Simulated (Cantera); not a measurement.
An isothermal, constant-pressure homogeneous reactor starts with NH3 : N2 = 1 : 0.23 (molar parts), at 1650 K and 18.8 Torr.

Cantera simulation using the gas-phase N/H chemistry of the illustrative SiF4/NH3 mechanism in the Surface Chemkin manual (1991); the numbers are that mechanism's predictions, not measurements. Walls and surfaces, which speed up NH3 decomposition in real reactors, are not modelled.

x: mole fraction; the columns are a selection and need not sum to one.

| t (s) | x NH3 | x H | x N2H2 | x H2 | x N2H4 | x N |
|---|---|---|---|---|---|---|
| 1.00e-6 | 0.813 | 1.87e-9 | <1e-12 | 2.02e-10 | <1e-12 | <1e-12 |
| 5.01e-6 | 0.813 | 6.46e-9 | <1e-12 | 3.93e-9 | <1e-12 | <1e-12 |
| 2.51e-5 | 0.813 | 9.94e-9 | <1e-12 | 4.21e-8 | <1e-12 | <1e-12 |
| 0.000126 | 0.813 | 1.00e-8 | <1e-12 | 2.51e-7 | <1e-12 | <1e-12 |
| 0.000630 | 0.813 | 1.00e-8 | 9.31e-11 | 1.30e-6 | 2.10e-12 | <1e-12 |
| 0.00316 | 0.813 | 1.02e-8 | 5.07e-9 | 6.58e-6 | 6.18e-11 | <1e-12 |
| 0.0158 | 0.813 | 1.58e-8 | 1.65e-7 | 3.96e-5 | 1.57e-9 | 2.76e-11 |
| 0.0793 | 0.812 | 1.69e-7 | 2.28e-6 | 0.000818 | 1.99e-8 | 7.02e-10 |
| 0.397 | 0.803 | 1.11e-6 | 2.67e-6 | 0.00825 | 2.25e-8 | ? |
| 1.99 | 0.760 | 5.40e-6 | 2.41e-6 | 0.0441 | 1.90e-8 | ? |
| 9.98 | 0.590 | 2.32e-5 | 1.54e-6 | 0.185 | 1.23e-8 | ? |
| 50.0 | 0.237 | 7.71e-5 | 3.76e-7 | 0.476 | 3.32e-9 | ? |

**Question.** Some entries are withheld; supply them.

**Answer.** 
- 0.397, x N: 5.11e-9
- 1.99, x N: 2.33e-8
- 9.98, x N: 5.08e-8
- 50.0, x N: 5.89e-8
